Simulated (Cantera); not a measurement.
What does this Cantera script print?

```python
import numpy as np
import cantera as ct

surf = ct.Interface("diamond.yaml", "diamond_100")
gas, bulk = surf.adjacent["gas"], surf.adjacent["diamond"]
k = surf.kinetics_species_index(bulk.species_names[0])
cover = ["c6HH", "c6H*", "c6*H", "c6**", "c6HM", "c6B"]

rows, drift = [], 0.0
print(f"{'P':>10s}{'um/h':>11s}" + "".join(f"{s:>11s}" for s in cover))
for v in [460, 840, 1500, 2800, 5100, 9200, 17000, 31000]:
    T, P, xH, xCH3 = 1125, v, 0.0087, 0.0008
    gas.TPX = T, P, {"H": xH, "CH3": xCH3, "CH4": 0.0084, "H2": 1 - xH - xCH3 - 0.0084}
    surf.TP = bulk.TP = T, P
    surf.coverages = "c6H*:0.1, c6HH:0.9"
    surf.advance_coverages(100.0)
    before = surf.coverages
    surf.advance_coverages(100.0)
    drift = max(drift, np.max(np.abs(surf.coverages - before) / (surf.coverages + 1e-9)))
    rate = surf.net_production_rates[k] * bulk.mean_molecular_weight / bulk.density * 3.6e9
    rows.append([rate, *surf[cover].coverages])
    print(f"{v:10.4g}{rate:11.4e}" + "".join(f"{x:11.3e}" for x in rows[-1][1:]))
```

Output:

```
         P       um/h       c6HH       c6H*       c6*H       c6**       c6HM        c6B
       460 7.5442e-01  4.882e-01  3.014e-02  4.511e-01  2.027e-02  6.187e-03  2.047e-09
       840 1.9890e+00  4.857e-01  2.998e-02  4.486e-01  2.016e-02  9.613e-03  5.397e-09
      1500 4.8323e+00  4.828e-01  2.980e-02  4.457e-01  2.003e-02  1.363e-02  1.311e-08
      2800 1.1681e+01  4.795e-01  2.960e-02  4.424e-01  1.989e-02  1.810e-02  3.170e-08
      5100 2.5316e+01  4.768e-01  2.946e-02  4.396e-01  1.978e-02  2.183e-02  6.870e-08
      9200 5.1049e+01  4.748e-01  2.940e-02  4.375e-01  1.970e-02  2.459e-02  1.385e-07
   1.7e+04 1.0127e+02  4.734e-01  2.945e-02  4.360e-01  1.967e-02  2.650e-02  2.748e-07
   3.1e+04 1.9244e+02  4.725e-01  2.964e-02  4.348e-01  1.968e-02  2.768e-02  5.222e-07
```

Computed with Cantera and the Harris–Goodwin 1993 mechanism for the reconstructed diamond (100) surface.
